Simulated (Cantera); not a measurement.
Input: 1 mol C2H6, 0.029 mol O2, 12 mol H2, equilibrated at 34000 Pa.

Method: chemical equilibrium by Gibbs-energy minimisation in Cantera with the NASA 1993 tables (ideal gas, pure condensed phases). Candidate condensed phases: C, C6H6, C7H8, C8H18, H2O; 110 gas species. Rates play no part.

x: gas mole fraction; n: condensed amount in mol.

```tsv
T (°C)	x H2	x CH4	x H2O	x CO	n C(graphite)
252	0.842	0.154	0.00446	1.05e-11	0
302	0.842	0.154	0.00446	7.80e-10	0
352	0.842	0.154	0.00446	2.97e-8	0
402	0.842	0.154	0.00446	6.74e-7	0
452	0.842	0.154	0.00445	1.01e-5	0
502	0.842	0.154	0.00435	0.000105	0
552	0.843	0.153	?	0.000719	0
602	0.881	0.115	?	0.00193	0.423
652	0.929	0.0666	?	0.00279	1.02
```

Fill in the missing entries.


- 552, x H2O: 0.00371
- 602, x H2O: 0.00235
- 652, x H2O: 0.00131
